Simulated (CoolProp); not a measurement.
Saturation properties of cyclohexane (Tc = 280.5 °C, pc = 4081 kPa, ω = 0.209).

Values from CoolProp's reference Helmholtz-energy equation of state, Zhou 2014.

```json
[
 {"T (°C)": "148.55", "p (kPa)": "537.2", "liquid density (kg/m³)": "645.5", "vapour density (kg/m³)": "14.68"},
 {"T (°C)": "151.35", "p (kPa)": "568.2", "liquid density (kg/m³)": "642.2", "vapour density (kg/m³)": "15.51"},
 {"T (°C)": "154.15", "p (kPa)": "600.5", "liquid density (kg/m³)": "___", "vapour density (kg/m³)": "16.37"},
 {"T (°C)": "156.95", "p (kPa)": "634.1", "liquid density (kg/m³)": "635.4", "vapour density (kg/m³)": "___"},
 {"T (°C)": "159.75", "p (kPa)": "669.1", "liquid density (kg/m³)": "631.9", "vapour density (kg/m³)": "18.23"},
 {"T (°C)": "162.55", "p (kPa)": "705.5", "liquid density (kg/m³)": "628.4", "vapour density (kg/m³)": "19.22"},
 {"T (°C)": "165.35", "p (kPa)": "___", "liquid density (kg/m³)": "___", "vapour density (kg/m³)": "20.25"},
 {"T (°C)": "168.15", "p (kPa)": "782.7", "liquid density (kg/m³)": "621.3", "vapour density (kg/m³)": "___"},
 {"T (°C)": "170.95", "p (kPa)": "823.6", "liquid density (kg/m³)": "617.7", "vapour density (kg/m³)": "22.46"},
 {"T (°C)": "173.75", "p (kPa)": "866.0", "liquid density (kg/m³)": "614.1", "vapour density (kg/m³)": "23.64"},
 {"T (°C)": "176.55", "p (kPa)": "910.0", "liquid density (kg/m³)": "610.3", "vapour density (kg/m³)": "24.86"},
 {"T (°C)": "179.35", "p (kPa)": "955.6", "liquid density (kg/m³)": "606.6", "vapour density (kg/m³)": "26.15"},
 {"T (°C)": "182.15", "p (kPa)": "___", "liquid density (kg/m³)": "602.8", "vapour density (kg/m³)": "27.49"}
]
```

Q: Complete the blanks.

A: 
- 154.15, liquid density (kg/m³): 638.8
- 156.95, vapour density (kg/m³): 17.28
- 165.35, p (kPa): 743.4
- 165.35, liquid density (kg/m³): 624.9
- 168.15, vapour density (kg/m³): 21.33
- 182.15, p (kPa): 1003

It boils at 80.7 °C under 1 atm.
